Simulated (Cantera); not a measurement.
**Moist CO burnout**

An isothermal, constant-pressure homogeneous reactor starts with 1.96 % CO, 2.80 % O₂, 1.96 % H₂O, 93.3 % N₂, at 1150 K and 0.133 bar.

Model: GRI-Mech 3.0 (53 species, 325 reactions), integrated in Cantera.

```csv
t (s),x CO,x O₂,x H₂O,x OH,x NO,x O,x H₂O₂
2.00e-6,0.0196,0.0280,0.0196,<1e-12,<1e-12,3.15e-12,<1e-12
8.60e-6,0.0196,0.0280,0.0196,<1e-12,<1e-12,1.35e-11,<1e-12
3.69e-5,0.0196,0.0280,0.0196,<1e-12,<1e-12,5.79e-11,<1e-12
0.000159,0.0196,0.0280,0.0196,1.00e-11,<1e-12,2.45e-10,<1e-12
0.000682,0.0196,0.0280,0.0196,1.24e-10,<1e-12,1.07e-9,<1e-12
0.00293,0.0196,0.0280,0.0196,3.63e-9,<1e-12,1.52e-8,<1e-12
0.0126,0.0190,0.0276,0.0195,6.55e-5,3.73e-10,0.000286,2.17e-8
0.0541,0.000649,0.0186,0.0194,0.000162,9.02e-7,0.000239,1.13e-7
0.233,2.76e-5,0.0184,0.0198,2.98e-5,9.11e-7,8.20e-6,2.10e-8
1.00,1.33e-6,0.0184,0.0198,7.88e-6,9.10e-7,5.53e-7,2.20e-9
```
x: mole fraction; the columns are a selection and need not sum to one.

Equilibrium at this temperature and pressure: CO 2.06e-9, O₂ 0.0183, H₂O 0.0198, OH 5.91e-7, NO 4.27e-5, O 3.10e-9, H₂O₂ 1.47e-11 (gas phase only).
